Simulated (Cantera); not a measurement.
Charge: 1 mol B, 1.2 mol H₂, 37 mol N₂, held at 25.0 Pa.

Method: chemical equilibrium by Gibbs-energy minimisation in Cantera with the NASA 1993 tables (ideal gas, pure condensed phases). Candidate condensed phases: B, BN; 15 gas species. N₂ is the only nitrogen source here; it is nearly inert below about 1500 K, so the nitride shown seldom forms there in practice. The numbers say what is thermodynamically allowed, not how fast it happens.

Problem. Which condensed phases are stable at each of these points (T (K)): 1398, 1473, 1548, 1623, 1698, 1773, 1848, 1923, 1998, 2073, 2148, 2223, 2298?

Solution. 
```tsv
T (K)	condensed phases	B condensed (%)
1398	BN(s)	100.0
1473	BN(s)	100.0
1548	BN(s)	100.0
1623	BN(s)	100.0
1698	BN(s)	100.0
1773	BN(s)	100.0
1848	BN(s)	100.0
1923	BN(s)	99.8
1998	BN(s)	98.6
2073	B(s)	93.2
2148	B(s)	79.1
2223	B(s)	40.1
2298	gas only	0.0
```

From 1398 K to 1998 K the condensed part is BN(s). From 2073 K to 2223 K the condensed part is B(s). At 2298 K nothing is condensed.
